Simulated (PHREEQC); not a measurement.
0.02 g of hydrous ferric oxide (600 m²/g; 0.2 weak and 0.005 strong sites per Fe, Dzombak-Morel constants, diffuse double layer) in 1 kg of water with 0.001 mol/kgw of an inert sodium salt and 2e-07 mol Na2SO4 and 5.6e-05 mol H3BO3, at 25 °C; the pH is set by adding NaOH or the inert anion's acid. Oxygen alone is held at its pressure in air (log pO2 = -0.68). CO2 from the air is kept out. No solid was allowed to form.

Model: ion-association model, wateq4f.dat, run in PHREEQC.

Problem. Predict surface charge σ (C/m²), surface potential ψ (mV) at pH = 8, 10.

Solution. 
| pH | surface charge σ (C/m²) | surface potential ψ (mV) |
|---|---|---|
| 8 | 0.000 | 6 |
| 10 | -0.016 | -107 |

The oxide is taken as insoluble; below pH 4 it would dissolve.
